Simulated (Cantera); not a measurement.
Feed: 1 mol Si, 1.7 mol NF₃, equilibrated at 0.00130 bar.

Equilibrium computed with Cantera from the NASA thermochemical tables; the gas is ideal and each condensed phase is pure. Candidate condensed phases: Si, Si₃N₄; 16 gas species. Rates play no part. All values below are at 250 °C.

Base state: SiF₄ 0.490, N₂ 0.328, NF₃ 0.177, F₂ 0.00477, F 2.47e-5 (mole fractions); condensed: gas only.

What changes in the equilibrium state with this change: NF₃ from 1.7 to 2.9 mol?


```tsv
species	before	after
NF₃	0.177	0.474
SiF₄	0.490	0.307
N₂	0.328	0.208
F₂	0.00477	0.0107
F	2.47e-5	3.71e-5
```
